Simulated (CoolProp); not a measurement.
Propylene glycol along the isobar 1.01 bar: density (kg/m³) from the reference equation and from simpler models built on Tc = 674.0 K, pc = 72.92 bar, ω = 0.327; each cubic takes its own stable root.

The numbers come from the reference Helmholtz-energy equation of state, Eisenbach 2021 in CoolProp.

| T (K) | phase | reference |
|---|---|---|
| 399 | liquid | 950.8 |
| 411.2 | liquid | 940.0 |
| 423.4 | liquid | 928.9 |
| 435.7 | liquid | 917.4 |
| 447.9 | liquid | 905.6 |
| 460.1 | liquid | 893.4 |
| 472.3 | gas | 1.994 |
| 484.5 | gas | 1.940 |
| 496.8 | gas | 1.889 |
| 509 | gas | 1.841 |
| 521.2 | gas | 1.796 |

Question: How far does each simpler model (van der Waals, Redlich-Kwong, Soave-Redlich-Kwong, Peng-Robinson) lie from the reference over these 11 states: mean and median of the absolute difference, and the worst?

Answer: 
- van der Waals: mean 54.7 %, median 99.8 %, worst -99.8 % at 460.1 K and 1.01 bar
- Redlich-Kwong: mean 54.6 %, median 99.8 %, worst -99.8 % at 460.1 K and 1.01 bar
- Soave-Redlich-Kwong: mean 27.7 %, median 1.1 %, worst -99.8 % at 460.1 K and 1.01 bar
- Peng-Robinson: mean 38.5 %, median 11.5 %, worst -99.8 % at 460.1 K and 1.01 bar

At some of these states van der Waals, Redlich-Kwong, Soave-Redlich-Kwong, Peng-Robinson gives the other phase, because its saturation line lies elsewhere.
